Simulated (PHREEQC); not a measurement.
Consider water at 25 °C with 0.022 mol/kgw TMAH and 0.059 mol/kgw NaHF2. Closed to the air; pH follows from the charge balance.

Equilibrium calculation in PHREEQC: ion-association model, wateq4f.dat.

No solid was allowed to form.

**Question.** Estimate the pH, ionic strength.

**Answer.** pH 3.51; ionic strength 0.0799 mol/kgw.

**Question.** In which forms is F present?

**Answer.** F- 62 %, HF 22 %, HF2- 12 %, H2F2 3.0 %, NaF 1.2 % of the F.

Complexes and solids missing from the database can't appear. (CH3)4N+ isn't in the database: it is added as a free cation with an ion size of 4 Å.
